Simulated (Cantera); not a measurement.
A perfectly stirred reactor is fed with 2.01 % H2, 4.90 % O2, 93.1 % N2, equivalence ratio 0.20, at 44000 Pa; it is held at 1250 K, and followed from long to short residence time.

Computed with Cantera and GRI-Mech 3.0 (53 species, 325 reactions).

Q: Predict: x(H2) at τ = 1.10 s; x(O2) at τ = 1.10 s; x(N2O) at τ = 1.10 s; x(H) at τ = 1.10 s; x(NO) at τ = 1.10 s; x(H2) at τ = 14.0 ms; x(O2) at τ = 14.0 ms; x(N2O) at τ = 14.0 ms; x(H) at τ = 14.0 ms; x(NO) at τ = 14.0 ms.

A: 
| Property | Result |
|---|---|
| x(H2) at τ = 1.10 s | 2.90e-5 |
| x(O2) at τ = 1.10 s | 0.0393 |
| x(N2O) at τ = 1.10 s | 5.22e-7 |
| x(H) at τ = 1.10 s | 2.71e-6 |
| x(NO) at τ = 1.10 s | 4.41e-7 |
| x(H2) at τ = 14.0 ms | 0.000434 |
| x(O2) at τ = 14.0 ms | 0.0393 |
| x(N2O) at τ = 14.0 ms | 1.89e-7 |
| x(H) at τ = 14.0 ms | 0.000198 |
| x(NO) at τ = 14.0 ms | 3.80e-7 |
